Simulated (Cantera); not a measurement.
Input (Python, Cantera) and output of one run.

```python
import numpy as np
import cantera as ct

gas_names = """
    C CH CH2 CH3 CH2OH CH3O CH4 CH3OH CN CO CO2 COOH C2 C2H CHCO,ketyl C2H2,acetylene C2H2,vinylidene
    CH2CO,ketene C2H3,vinyl CH3CN CH3CO,acetyl C2H4 C2H4O,ethylen CH3CHO,ethanal CH3COOH (HCOOH)2 C2H5
    C2H6 CH3OCH3 C2H5OH CCN CNC C2N2 C2O C3 C3H3,propargyl C3H4,allene C3H4,propyne C3H4,cyclo-
    C3H5,allyl C3H6,propylene C3H6,cyclo- C3H6O C3H7,n-propyl C3H7,i-propyl C3H8 C3H8O,1propanol
    C3H8O,2propanol C3O2 C4 C4H2 C4H4,1,3-cyclo- C4H6,butadiene C4H6,2-butyne C4H6,cyclo- C4H8,1-butene
    C4H8,cis2-buten C4H8,tr2-butene C4H8,isobutene C4H8,cyclo- (CH3COOH)2 C4H9,n-butyl C4H9,i-butyl
    C4H9,s-butyl C4H9,t-butyl C4H10,isobutane C4H10,n-butane C4N2 C5 C5H6,1,3cyclo- C5H8,cyclo-
    C5H10,1-pentene C5H10,cyclo- C5H11,pentyl C5H11,t-pentyl C5H12,n-pentane C5H12,i-pentane
    CH3C(CH3)2CH3 C6H2 C6H5,phenyl C6H5O,phenoxy C6H6 C6H5OH,phenol C6H10,cyclo- C6H12,1-hexene
    C6H12,cyclo- C6H13,n-hexyl C7H7,benzyl C7H8 C7H8O,cresol C7H14,1-heptene C7H15,n-heptyl
    C7H16,n-heptane C8H8,styrene C8H10,ethylbenz C8H16,1-octene C8H17,n-octyl C8H18,isooctane
    C8H18,n-octane C9H19,n-nonyl C10H8,naphthale C10H21,n-decyl C12H9,o-bipheny C12H10,bipheny H HCN HCO
    HCCN HNC HNCO HNO HNO2 HNO3 HO2 H2 HCHO,formaldehy HCOOH H2O H2O2 N NCO NH NH2 NH3 NH2OH NO NO2 NO3
    N2 N2H2 N2H4 N2O O OH O2 O3
""".split()
cond_names = """
    C(gr) C6H6(L) C7H8(L) C8H18(L),n-octa H2O(s) H2O(L)
""".split()


def load(file, names, dense=False):
    # The tables refer to 1 bar. Condensed volumes are neglected.
    table = {s.name: s for s in ct.Species.list_from_file(file)}
    out = []
    for n in names:
        d = dict(table[n].input_data)
        d["thermo"] = dict(d["thermo"], **{"reference-pressure": 1e5})
        if dense:
            d["equation-of-state"] = {"model": "constant-volume", "density": "1e6 g/cm^3"}
        out.append(ct.Species.from_dict(d))
    return out


gas = ct.Solution(thermo="ideal-gas", species=load("nasa_gas.yaml", gas_names))
cond = {s.name: ct.Solution(thermo="fixed-stoichiometry", species=[s], name=s.name)
        for s in load("nasa_condensed.yaml", cond_names, dense=True)}
atoms = {
    'CH3OH': {'C': 1, 'H': 4, 'O': 1},
    'CO2': {'C': 1, 'O': 2},
    'N2': {'N': 2},
}
top_T = {'C(gr)': 4500}  # K; cautious upper limits of use, not melting points


def equilibrate(T, P, feed):
    n = {}
    for name, mol in feed.items():
        for a, k in atoms[name].items():
            n[a] = n.get(a, 0.0) + k * mol
    gas.TPX = T, P, n
    mass = sum(n.values()) * gas.mean_molecular_weight
    gas.equilibrate("TP")
    valid = [c for c in cond.values() if c.min_temp <= T <= top_T.get(c.name, c.max_temp)]
    mix = ct.Mixture([(gas, mass / gas.mean_molecular_weight)] + [(c, 0.0) for c in valid])
    mix.T, mix.P = T, P
    mix.equilibrate("TP", solver="vcs", rtol=1e-11, max_steps=5000)
    return mix


results = []
feed = {'CH3OH': 1, 'CO2': 4.7, 'N2': 1.8}  # mol
T = 525  # K
P = 10000  # Pa
mix = equilibrate(T, P, feed)
results.append((T, P, feed, dict(zip(mix.species_names, mix.species_moles))))
print(gas.report(threshold=0.001))
for i in range(1, mix.n_phases):
    print(f"{mix.phase(i).name:16s} {mix.phase_moles(i):12.5e} mol")
```

It prints:

```
       temperature   525 K
          pressure   10000 Pa
           density   0.077912 kg/m^3
  mean mol. weight   34.009 kg/kmol
   phase of matter   gas

                          1 kg             1 kmol
                     ---------------   ---------------
          enthalpy       -7.5509e+06        -2.568e+08  J
   internal energy       -7.6793e+06       -2.6117e+08  J
           entropy            7389.9        2.5132e+05  J/K
    Gibbs function       -1.1431e+07       -3.8875e+08  J
 heat capacity c_p            1162.1             39522  J/K
 heat capacity c_v             917.6             31207  J/K

                      mass frac. Y      mole frac. X     chem. pot. / RT
                     ---------------   ---------------   ---------------
               CH4         0.0039469          0.008367           -47.217
               CO2           0.69278           0.53536           -119.43
                H2        0.00054501         0.0091941           -23.178
               H2O           0.11806           0.22288           -82.462
                N2           0.18446           0.22393           -27.314
     [ +131 minor]        0.00021279        0.00026129

C(gr)             1.32748e+00 mol
H2O(L)            0.00000e+00 mol
```

Method: chemical equilibrium by Gibbs-energy minimisation in Cantera with the NASA 1993 tables (ideal gas, pure condensed phases).
